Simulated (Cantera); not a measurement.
A Cantera script and its output.

```python
import numpy as np
import cantera as ct

gas = ct.Solution("gri30.yaml")
gas.TPX = 575, 850000, {'CO': 1, 'H2': 0.35, 'CH4': 0.062, 'O2': 0.974, 'N2': 3.66, 'H2O': 0.37}
flame = ct.FreeFlame(gas, width=0.0089)
flame.set_refine_criteria(ratio=3, slope=0.08, curve=0.16)
flame.transport_model = "mixture-averaged"
flame.solve(loglevel=0, auto=True)
z, T = flame.grid, flame.T
thick = (T[-1] - T[0]) / np.gradient(T, z).max()
show = ['CO', 'H2', 'CH4', 'NO2', 'C2H2', 'NO']
print(f"laminar burning velocity  {flame.velocity[0] * 100:.3f} cm/s")
print(f"burnt temperature         {T[-1]:.1f} K")
print(f"thermal thickness         {thick * 1e3:.4f} mm")
print(f"grid points               {len(z)}")
z0 = z[flame.heat_release_rate.argmax()]
print(f"{'z/mm':>9s}{'T/K':>9s}{'u/(m/s)':>9s}" + "".join(f"{s:>11s}" for s in show))
rows = []
for k in (-3, -2, -1.5, -1, -0.5, -0.25, 0, 0.25, 0.5, 1, 2, 4, 8):
    zz = z0 + k * thick
    rows.append([k * thick, np.interp(zz, z, T), np.interp(zz, z, flame.velocity),
                 *(np.interp(zz, z, flame.X[gas.species_index(s)]) for s in show)])
    print(f"{rows[-1][0] * 1e3:9.3f}{rows[-1][1]:9.1f}{rows[-1][2]:9.3f}" + "".join(f"{x:11.3e}" for x in rows[-1][3:]))
```

Result:

```
laminar burning velocity  80.557 cm/s
burnt temperature         2324.3 K
thermal thickness         0.0645 mm
grid points               141
     z/mm      T/K  u/(m/s)         CO         H2        CH4        NO2       C2H2         NO
   -0.193    575.1    0.805  1.560e-01  5.344e-02  9.674e-03  4.453e-11  3.341e-13  2.275e-11
   -0.129    576.5    0.805  1.564e-01  5.089e-02  9.691e-03  1.001e-09  8.157e-12  4.085e-10
   -0.097    580.8    0.808  1.568e-01  4.762e-02  9.691e-03  5.082e-09  4.341e-11  1.904e-09
   -0.064    606.6    0.839  1.569e-01  4.075e-02  9.547e-03  4.016e-08  3.848e-10  1.477e-08
   -0.032    812.9    1.112  1.497e-01  2.673e-02  7.843e-03  3.371e-07  5.764e-09  3.179e-07
   -0.016   1152.7    1.560  1.322e-01  1.727e-02  4.707e-03  2.104e-07  2.124e-08  1.689e-06
    0.000   1564.5    2.082  1.008e-01  8.726e-03  1.035e-03  3.958e-08  5.456e-08  4.443e-06
    0.016   1827.8    2.390  6.761e-02  4.649e-03  5.404e-05  3.200e-08  1.005e-08  8.372e-06
    0.032   1976.0    2.552  4.566e-02  3.693e-03  1.600e-06  3.738e-08  3.028e-10  1.250e-05
    0.064   2125.5    2.712  2.610e-02  2.911e-03  1.800e-09  5.007e-08  2.404e-13  1.961e-05
    0.129   2236.0    2.831  1.429e-02  1.792e-03  5.907e-14  6.605e-08  1.405e-17  3.008e-05
    0.258   2296.6    2.895  7.887e-03  1.016e-03  5.824e-17  7.281e-08  5.741e-20  4.403e-05
    0.516   2320.6    2.920  5.189e-03  7.070e-04  8.861e-18  8.604e-08  4.106e-21  6.477e-05
```

Detailed kinetics in Cantera: GRI-Mech 3.0 (53 species, 325 reactions). Burning velocities carry a grid error of a few per cent, more on coarse grids.
